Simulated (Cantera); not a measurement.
Charge: 1 mol SiH2Cl2, 14 mol NH3, held at 1800 °C and 13300 Pa.

Method: chemical equilibrium by Gibbs-energy minimisation in Cantera with the NASA 1993 tables (ideal gas, pure condensed phases). Candidate condensed phases: NH4Cl, Si, Si3N4; 28 gas species. The tables' values for SiCl, SiCl3, SiN are old estimates; treat these amounts as uncertain. Gases not in the tables: Si2H6 and higher silanes. Rates play no part.

Base state: H2 0.702, N2 0.232, HCl 0.0500, SiCl2 0.00783, H 0.00604, Si 0.000749, SiCl 0.000345, Cl 0.000317 (mole fractions); condensed: Si(l).

### Question
What changes in the equilibrium state with this change: temperature from 1800 °C to 1652 °C?

### Answer
```json
[
 {"species": "H2", "before": "0.702", "after": "0.707"},
 {"species": "N2", "before": "0.232", "after": "0.233"},
 {"species": "HCl", "before": "0.0500", "after": "0.0486"},
 {"species": "H", "before": "0.00604", "after": "0.00220"},
 {"species": "SiCl2", "before": "0.00783", "after": "0.00877"},
 {"species": "Si", "before": "0.000749", "after": "0.000131"},
 {"species": "SiH", "before": "0.000132", "after": "3.26e-5"},
 {"species": "SiN", "before": "2.90e-5", "after": "7.21e-6"},
 {"species": "Si(l), mol", "before": "0.719", "after": "0.724"}
]
```
The tables' values for SiCl, SiCl3 are old estimates; treat these amounts as uncertain.

### Question
What changes in the equilibrium state with this change: NH3 from 14 to 4 mol?

### Answer
| species | before | after |
|---|---|---|
| H2 | 0.702 | 0.638 |
| N2 | 0.232 | 0.199 |
| HCl | 0.0500 | 0.111 |
| SiCl2 | 0.00783 | 0.0426 |
| SiCl3 | 3.06e-5 | 0.000388 |
| Cl | 0.000317 | 0.000740 |
| SiCl | 0.000345 | 0.000805 |
| SiH2 | 0.000111 | 0.000101 |
| SiN | 2.90e-5 | 2.68e-5 |
| Si(l), mol | 0.719 | 0.549 |
